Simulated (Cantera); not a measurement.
Input (Python, Cantera) and output of one run.

```python
import numpy as np
import cantera as ct

gas_names = """
    AL ALCL ALCL2 ALCL3 ALH AL2 AL2CL6 CL CL2 H HCL H2
""".split()
cond_names = """
    AL(cr) AL(L) ALCL3(s) ALCL3(L)
""".split()


# ... load() reads the species with a 1 bar reference pressure and builds the phases ...
atoms = {
    'Al': {'AL': 1},
    'HCl': {'H': 1, 'CL': 1},
    'H2': {'H': 2},
}
top_T = {}  # K; cautious upper limits of use, not melting points


# ... equilibrate(T, P, feed) seeds the gas with the atoms and calls Mixture.equilibrate('TP', solver="vcs", rtol=1e-11, max_steps=5000) ...
results = []
feed = {'Al': 1, 'HCl': 2.5, 'H2': 5.7}  # mol
P = 1000  # Pa
for T in [650, 800, 950, 1100, 1250, 1400, 1550, 1700, 1850, 2000, 2150]:
    mix = equilibrate(T, P, feed)
    results.append((T, P, feed, dict(zip(mix.species_names, mix.species_moles))))
    x = sorted(zip(gas.X, gas.species_names), reverse=True)
    print(f"T = {T:g} K  P = {P:g} Pa  gas = {mix.phase_moles(0):.4g} mol")
    print("   x: " + "  ".join(f"{s} {v:.3e}" for v, s in x if v > 1e-05))
    print("   condensed (mol): " + ("  ".join(f"{mix.phase(i).name} {mix.phase_moles(i):.4g}"
          for i in range(1, mix.n_phases) if mix.phase_moles(i) > 1e-12) or "none"))
```

It prints:

```
T = 650 K  P = 1000 Pa  gas = 7.677 mol
   x: H2 9.053e-01  ALCL3 8.079e-02  AL2CL6 1.388e-02
   condensed (mol): AL(cr) 0.1666
T = 800 K  P = 1000 Pa  gas = 7.786 mol
   x: H2 8.926e-01  ALCL3 1.058e-01  ALCL 9.121e-04  AL2CL6 3.738e-04  ALCL2 2.799e-04
   condensed (mol): AL(cr) 0.1612
T = 950 K  P = 1000 Pa  gas = 7.915 mol
   x: H2 8.781e-01  ALCL3 9.535e-02  ALCL 2.329e-02  ALCL2 3.198e-03  HCL 4.438e-05  AL2CL6 1.879e-05
   condensed (mol): AL(L) 0.03548
T = 1100 K  P = 1000 Pa  gas = 7.953 mol
   x: H2 8.735e-01  ALCL3 9.071e-02  ALCL 2.857e-02  ALCL2 6.458e-03  HCL 7.328e-04
   condensed (mol): none
T = 1250 K  P = 1000 Pa  gas = 7.976 mol
   x: H2 8.682e-01  ALCL3 8.571e-02  ALCL 2.946e-02  ALCL2 1.021e-02  HCL 6.435e-03
   condensed (mol): none
T = 1400 K  P = 1000 Pa  gas = 8.067 mol
   x: H2 8.471e-01  ALCL3 7.091e-02  ALCL 3.787e-02  HCL 2.894e-02  ALCL2 1.519e-02  H 4.477e-05
   condensed (mol): none
T = 1550 K  P = 1000 Pa  gas = 8.254 mol
   x: H2 8.053e-01  HCL 7.329e-02  ALCL 5.707e-02  ALCL3 4.434e-02  ALCL2 1.975e-02  H 2.826e-04  CL 2.053e-05
   condensed (mol): none
T = 1700 K  P = 1000 Pa  gas = 8.469 mol
   x: H2 7.594e-01  HCL 1.210e-01  ALCL 8.052e-02  ALCL2 1.917e-02  ALCL3 1.837e-02  H 1.284e-03  CL 1.591e-04
   condensed (mol): none
T = 1850 K  P = 1000 Pa  gas = 8.619 mol
   x: H2 7.294e-01  HCL 1.493e-01  ALCL 9.712e-02  ALCL2 1.365e-02  ALCL3 5.201e-03  H 4.601e-03  CL 7.157e-04  AL 4.113e-05
   condensed (mol): none
T = 2000 K  P = 1000 Pa  gas = 8.723 mol
   x: H2 7.105e-01  HCL 1.589e-01  ALCL 1.048e-01  H 1.371e-02  ALCL2 8.356e-03  CL 2.283e-03  ALCL3 1.295e-03  AL 1.685e-04
   condensed (mol): none
T = 2150 K  P = 1000 Pa  gas = 8.859 mol
   x: H2 6.879e-01  HCL 1.584e-01  ALCL 1.070e-01  H 3.498e-02  CL 5.892e-03  ALCL2 4.974e-03  AL 5.712e-04  ALCL3 3.389e-04
   condensed (mol): none
```

Cantera equilibrium calculation (NASA polynomials, part measured and part estimated; ideal gas, pure solids and liquids). The tables' values for AlCl2 are old estimates; treat these amounts as uncertain.
